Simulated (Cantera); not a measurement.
A closed system holds: 1 mol SiHCl3, 4 mol HCl, 22 mol N2, equilibrated at 1252 °C and 3.70 mbar.

Method: chemical equilibrium by Gibbs-energy minimisation in Cantera with the NASA 1993 tables (ideal gas, pure condensed phases). Candidate condensed phases: NH4Cl, Si, Si3N4; 28 gas species. The tables' values for SiCl3 are old estimates; treat these amounts as uncertain. Equilibrium is a limit: real reactors are often held back by kinetics, nucleation or transport.

Base state: N2 0.791, HCl 0.164, SiCl2 0.0254, H2 0.00774, SiCl3 0.00614, SiCl4 0.00440, Cl 0.000582, H 3.42e-5 (mole fractions); condensed: gas only.

Task: What changes in the equilibrium state with this change: SiHCl3 replaced by SiH4?

Result: 
```tsv
species	before	after
N2	0.791	0.785
H2	0.00774	0.0982
HCl	0.164	0.0913
SiCl2	0.0254	0.0247
SiCl4	0.00440	0.000104
SiCl3	0.00614	0.000929
Cl	0.000582	9.08e-5
Si3N4(s), mol	0	0.0951
```

Task: What changes in the equilibrium state with this change: pressure from 3.70 mbar to 0.100 bar?

Result: 
```
species    before     after
-------  --------  --------
N2          0.791     0.802
HCl         0.164     0.142
H2        0.00774    0.0201
SiCl2      0.0254    0.0120
SiCl4     0.00440    0.0161
SiHCl3    2.35e-5  0.000259
Cl       0.000582   5.99e-5
H         3.42e-5   1.06e-5
SiCl3     0.00614   0.00807
```
